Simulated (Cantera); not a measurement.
What does this Cantera script print?

```python
import numpy as np
import cantera as ct

gas_names = """
    C CH CH2 CH3 CH2OH CH3O CH4 CH3OH CO CO2 COOH C2 C2H CHCO,ketyl C2H2,acetylene C2H2,vinylidene
    CH2CO,ketene C2H3,vinyl CH3CO,acetyl C2H4 C2H4O,ethylen CH3CHO,ethanal CH3COOH (HCOOH)2 C2H5 C2H6
    CH3OCH3 C2H5OH C2O C3 C3H3,propargyl C3H4,allene C3H4,propyne C3H4,cyclo- C3H5,allyl C3H6,propylene
    C3H6,cyclo- C3H6O C3H7,n-propyl C3H7,i-propyl C3H8 C3H8O,1propanol C3H8O,2propanol C3O2 C4 C4H2
    C4H4,1,3-cyclo- C4H6,butadiene C4H6,2-butyne C4H6,cyclo- C4H8,1-butene C4H8,cis2-buten
    C4H8,tr2-butene C4H8,isobutene C4H8,cyclo- (CH3COOH)2 C4H9,n-butyl C4H9,i-butyl C4H9,s-butyl
    C4H9,t-butyl C4H10,isobutane C4H10,n-butane C5 C5H6,1,3cyclo- C5H8,cyclo- C5H10,1-pentene
    C5H10,cyclo- C5H11,pentyl C5H11,t-pentyl C5H12,n-pentane C5H12,i-pentane CH3C(CH3)2CH3 C6H2
    C6H5,phenyl C6H5O,phenoxy C6H6 C6H5OH,phenol C6H10,cyclo- C6H12,1-hexene C6H12,cyclo- C6H13,n-hexyl
    C7H7,benzyl C7H8 C7H8O,cresol C7H14,1-heptene C7H15,n-heptyl C7H16,n-heptane C8H8,styrene
    C8H10,ethylbenz C8H16,1-octene C8H17,n-octyl C8H18,isooctane C8H18,n-octane C9H19,n-nonyl
    C10H8,naphthale C10H21,n-decyl C12H9,o-bipheny C12H10,bipheny H HCO HO2 H2 HCHO,formaldehy HCOOH H2O
    H2O2 O OH O2 O3
""".split()
cond_names = """
    C(gr) C6H6(L) C7H8(L) C8H18(L),n-octa H2O(s) H2O(L)
""".split()


def load(file, names, dense=False):
    # The tables refer to 1 bar. Condensed volumes are neglected.
    table = {s.name: s for s in ct.Species.list_from_file(file)}
    out = []
    for n in names:
        d = dict(table[n].input_data)
        d["thermo"] = dict(d["thermo"], **{"reference-pressure": 1e5})
        if dense:
            d["equation-of-state"] = {"model": "constant-volume", "density": "1e6 g/cm^3"}
        out.append(ct.Species.from_dict(d))
    return out


gas = ct.Solution(thermo="ideal-gas", species=load("nasa_gas.yaml", gas_names))
cond = {s.name: ct.Solution(thermo="fixed-stoichiometry", species=[s], name=s.name)
        for s in load("nasa_condensed.yaml", cond_names, dense=True)}
atoms = {
    'C2H6': {'C': 2, 'H': 6},
    'CO2': {'C': 1, 'O': 2},
}
top_T = {'C(gr)': 4500}  # K; cautious upper limits of use, not melting points


def equilibrate(T, P, feed):
    n = {}
    for name, mol in feed.items():
        for a, k in atoms[name].items():
            n[a] = n.get(a, 0.0) + k * mol
    gas.TPX = T, P, n
    mass = sum(n.values()) * gas.mean_molecular_weight
    gas.equilibrate("TP")
    valid = [c for c in cond.values() if c.min_temp <= T <= top_T.get(c.name, c.max_temp)]
    mix = ct.Mixture([(gas, mass / gas.mean_molecular_weight)] + [(c, 0.0) for c in valid])
    mix.T, mix.P = T, P
    mix.equilibrate("TP", solver="vcs", rtol=1e-11, max_steps=5000)
    return mix


results = []
feed = {'C2H6': 1, 'CO2': 0.024}  # mol
T = 725  # K
for P in [10, 160, 2500, 40000, 630000, 10000000]:
    mix = equilibrate(T, P, feed)
    results.append((T, P, feed, dict(zip(mix.species_names, mix.species_moles))))
    x = sorted(zip(gas.X, gas.species_names), reverse=True)
    print(f"T = {T:g} K  P = {P:g} Pa  gas = {mix.phase_moles(0):.4g} mol")
    print("   x: " + "  ".join(f"{s} {v:.3e}" for v, s in x if v > 0.001))
    print("   condensed (mol): " + ("  ".join(f"{mix.phase(i).name} {mix.phase_moles(i):.4g}"
          for i in range(1, mix.n_phases) if mix.phase_moles(i) > 1e-12) or "none"))
```

Output:

```
T = 725 K  P = 10 Pa  gas = 3.045 mol
   x: H2 9.838e-01  CO 1.540e-02
   condensed (mol): C(gr) 1.975
T = 725 K  P = 160 Pa  gas = 3.013 mol
   x: H2 9.766e-01  CO 1.176e-02  CH4 7.830e-03  H2O 3.532e-03
   condensed (mol): C(gr) 1.964
T = 725 K  P = 2500 Pa  gas = 2.736 mol
   x: H2 8.828e-01  CH4 9.999e-02  H2O 1.359e-02  CO 3.205e-03
   condensed (mol): C(gr) 1.741
T = 725 K  P = 40000 Pa  gas = 2.016 mol
   x: CH4 4.885e-01  H2 4.879e-01  H2O 2.277e-02
   condensed (mol): C(gr) 1.037
T = 725 K  P = 630000 Pa  gas = 1.655 mol
   x: CH4 8.126e-01  H2 1.585e-01  H2O 2.845e-02
   condensed (mol): C(gr) 0.6782
T = 725 K  P = 1e+07 Pa  gas = 1.557 mol
   x: CH4 9.267e-01  H2 4.250e-02  H2O 3.039e-02
   condensed (mol): C(gr) 0.5803
```

Method: chemical equilibrium by Gibbs-energy minimisation in Cantera with the NASA 1993 tables (ideal gas, pure condensed phases). The ideal-gas law is rough above about 30 bar.
